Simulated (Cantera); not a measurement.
A closed system holds: 1 mol Si3N4, 0.019 mol N2O, 2.4 mol H2, equilibrated at 21.0 Pa.

Equilibrium computed with Cantera from the NASA thermochemical tables; the gas is ideal and each condensed phase is pure. Candidate condensed phases: H2O, Si, SiO2, Si2N2O, Si3N4; 35 gas species. Mutual solubility and eutectic melting of coexisting phases are not modelled. The tables' values for SiN are old estimates; treat these amounts as uncertain. Gases not in the tables: Si2H6 and higher silanes. The numbers say what is thermodynamically allowed, not how fast it happens.

x: gas mole fraction; n: condensed amount in mol.

```json
[
 {"T (K)": "1125", "x H2": "0.990", "x N2": "0.0104", "x H": "3.05e-6", "x Si": "3.52e-12", "x SiO": "2.05e-9", "x SiH": "(withheld)", "n Si2N2O(s)": "0.0190", "n Si3N4(s)": "0.987", "n Si(s)": "0", "n Si(l)": "0"},
 {"T (K)": "1175", "x H2": "0.990", "x N2": "0.0104", "x H": "8.41e-6", "x Si": "8.31e-11", "x SiO": "2.93e-8", "x SiH": "(withheld)", "n Si2N2O(s)": "0.0190", "n Si3N4(s)": "0.987", "n Si(s)": "0", "n Si(l)": "0"},
 {"T (K)": "1225", "x H2": "0.990", "x N2": "0.0104", "x H": "2.14e-5", "x Si": "1.51e-9", "x SiO": "3.34e-7", "x SiH": "(withheld)", "n Si2N2O(s)": "0.0190", "n Si3N4(s)": "0.987", "n Si(s)": "0", "n Si(l)": "0"},
 {"T (K)": "1275", "x H2": "0.990", "x N2": "0.0104", "x H": "5.06e-5", "x Si": "2.18e-8", "x SiO": "3.15e-6", "x SiH": "(withheld)", "n Si2N2O(s)": "0.0190", "n Si3N4(s)": "0.987", "n Si(s)": "0", "n Si(l)": "0"},
 {"T (K)": "1325", "x H2": "0.989", "x N2": "0.0105", "x H": "0.000112", "x Si": "2.57e-7", "x SiO": "2.49e-5", "x SiH": "(withheld)", "n Si2N2O(s)": "0.0189", "n Si3N4(s)": "0.987", "n Si(s)": "0", "n Si(l)": "0"},
 {"T (K)": "1375", "x H2": "0.984", "x N2": "0.0153", "x H": "0.000235", "x Si": "1.95e-6", "x SiO": "0.000149", "x SiH": "(withheld)", "n Si2N2O(s)": "0.0186", "n Si3N4(s)": "0.981", "n Si(s)": "0.0179", "n Si(l)": "0"},
 {"T (K)": "1425", "x H2": "0.951", "x N2": "0.0476", "x H": "0.000459", "x Si": "7.67e-6", "x SiO": "0.000603", "x SiH": "(withheld)", "n Si2N2O(s)": "0.0175", "n Si3N4(s)": "0.941", "n Si(s)": "0.141", "n Si(l)": "0"},
 {"T (K)": "1475", "x H2": "0.860", "x N2": "0.137", "x H": "0.000830", "x Si": "2.74e-5", "x SiO": "0.00222", "x SiH": "(withheld)", "n Si2N2O(s)": "0.0128", "n Si3N4(s)": "0.812", "n Si(s)": "0.531", "n Si(l)": "0"},
 {"T (K)": "1525", "x H2": "0.627", "x N2": "0.366", "x H": "0.00129", "x Si": "8.99e-5", "x SiO": "0.00497", "x SiH": "(withheld)", "n Si2N2O(s)": "0", "n Si3N4(s)": "0.310", "n Si(s)": "2.05", "n Si(l)": "0"},
 {"T (K)": "1575", "x H2": "0.539", "x N2": "0.454", "x H": "0.00211", "x Si": "0.000273", "x SiO": "0.00428", "x SiH": "(withheld)", "n Si2N2O(s)": "0", "n Si3N4(s)": "0", "n Si(s)": "2.98", "n Si(l)": "0"},
 {"T (K)": "1625", "x H2": "0.538", "x N2": "0.454", "x H": "0.00357", "x Si": "0.000776", "x SiO": "0.00427", "x SiH": "(withheld)", "n Si2N2O(s)": "0", "n Si3N4(s)": "0", "n Si(s)": "2.98", "n Si(l)": "0"},
 {"T (K)": "1675", "x H2": "0.535", "x N2": "0.453", "x H": "0.00586", "x Si": "0.00207", "x SiO": "0.00426", "x SiH": "(withheld)", "n Si2N2O(s)": "0", "n Si3N4(s)": "0", "n Si(s)": "2.97", "n Si(l)": "0"},
 {"T (K)": "1725", "x H2": "0.531", "x N2": "0.451", "x H": "0.00934", "x Si": "0.00483", "x SiO": "0.00424", "x SiH": "(withheld)", "n Si2N2O(s)": "0", "n Si3N4(s)": "0", "n Si(s)": "0", "n Si(l)": "2.96"},
 {"T (K)": "1775", "x H2": "0.524", "x N2": "0.447", "x H": "0.0145", "x Si": "0.0105", "x SiO": "0.00420", "x SiH": "(withheld)", "n Si2N2O(s)": "0", "n Si3N4(s)": "0", "n Si(s)": "0", "n Si(l)": "2.93"}
]
```

Question: What belongs in the gaps?

Answer: 
- 1125, x SiH: 1.27e-12
- 1175, x SiH: 2.12e-11
- 1225, x SiH: 2.79e-10
- 1275, x SiH: 3.00e-9
- 1325, x SiH: 2.69e-8
- 1375, x SiH: 1.58e-7
- 1425, x SiH: 4.82e-7
- 1475, x SiH: 1.31e-6
- 1525, x SiH: 2.99e-6
- 1575, x SiH: 6.95e-6
- 1625, x SiH: 1.64e-5
- 1675, x SiH: 3.68e-5
- 1725, x SiH: 7.29e-5
- 1775, x SiH: 0.000135
